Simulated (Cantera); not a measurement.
Charge: 1 mol CH₂F₂, equilibrated at 1200 K and 1.00 bar.

These are equilibrium values from Cantera (NASA tables, ideal gas, pure condensed phases), not measurements of a reactor. Candidate condensed phases: C, C₆H₆, C₇H₈, C₈H₁₈; 95 gas species. Equilibrium is a limit: real reactors are often held back by kinetics, nucleation or transport.

**Question.** What is the equilibrium state?

**Answer.** 
- x(HF): 1.000
- x(H₂F₂): 2.22e-5
- x(H₂): 6.21e-6
- x(CF₄): 3.09e-6
- n(C(graphite)): 1.000 mol
- gas amount: 2.000 mol
